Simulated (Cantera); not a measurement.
# Thermodynamics of silicon etching in halogen gases, feed Si + HBr

Feed: 1 mol Si, a varied amount of HBr, held at 1150 °C and 1.10e-5 bar.

Method: chemical equilibrium by Gibbs-energy minimisation in Cantera with the NASA 1993 tables (ideal gas, pure condensed phases). Candidate condensed phases: Br₂, Si; 19 gas species. The tables' values for SiBr, SiBr₃ are old estimates; treat these amounts as uncertain. Equilibrium is a limit: real reactors are often held back by kinetics, nucleation or transport.

```json
[
 {"n(HBr) (mol)": "2.2", "x HBr": "0.223", "x H₂": "0.362", "x SiBr₂": "0.310", "x Br": "0.102", "n Si(s)": "0.276"},
 {"n(HBr) (mol)": "3.4", "x HBr": "0.263", "x H₂": "0.337", "x SiBr₂": "0.274", "x Br": "0.124", "n Si(s)": "0"},
 {"n(HBr) (mol)": "4.7", "x HBr": "0.345", "x H₂": "0.282", "x SiBr₂": "0.193", "x Br": "0.178", "n Si(s)": "0"},
 {"n(HBr) (mol)": "5.9", "x HBr": "0.384", "x H₂": "0.255", "x SiBr₂": "0.151", "x Br": "0.208", "n Si(s)": "0"},
 {"n(HBr) (mol)": "7.2", "x HBr": "0.409", "x H₂": "0.237", "x SiBr₂": "0.122", "x Br": "0.230", "n Si(s)": "0"},
 {"n(HBr) (mol)": "8.4", "x HBr": "0.424", "x H₂": "0.226", "x SiBr₂": "0.104", "x Br": "0.244", "n Si(s)": "0"},
 {"n(HBr) (mol)": "9.7", "x HBr": "0.436", "x H₂": "0.217", "x SiBr₂": "0.0895", "x Br": "0.256", "n Si(s)": "0"},
 {"n(HBr) (mol)": "11", "x HBr": "0.445", "x H₂": "0.211", "x SiBr₂": "0.0785", "x Br": "0.265", "n Si(s)": "0"},
 {"n(HBr) (mol)": "12", "x HBr": "0.450", "x H₂": "0.207", "x SiBr₂": "0.0717", "x Br": "0.270", "n Si(s)": "0"},
 {"n(HBr) (mol)": "13", "x HBr": "0.454", "x H₂": "0.204", "x SiBr₂": "0.0660", "x Br": "0.275", "n Si(s)": "0"},
 {"n(HBr) (mol)": "15", "x HBr": "0.461", "x H₂": "0.198", "x SiBr₂": "0.0570", "x Br": "0.283", "n Si(s)": "0"},
 {"n(HBr) (mol)": "16", "x HBr": "0.463", "x H₂": "0.196", "x SiBr₂": "0.0533", "x Br": "0.286", "n Si(s)": "0"},
 {"n(HBr) (mol)": "17", "x HBr": "0.466", "x H₂": "0.194", "x SiBr₂": "0.0501", "x Br": "0.289", "n Si(s)": "0"}
]
```
x: gas mole fraction; n: condensed amount in mol.

At 2.2 mol HBr the condensed part is Si(s). From 3.4 mol HBr to 17 mol HBr nothing is condensed. The main Si-bearing gas is SiBr₂ throughout.
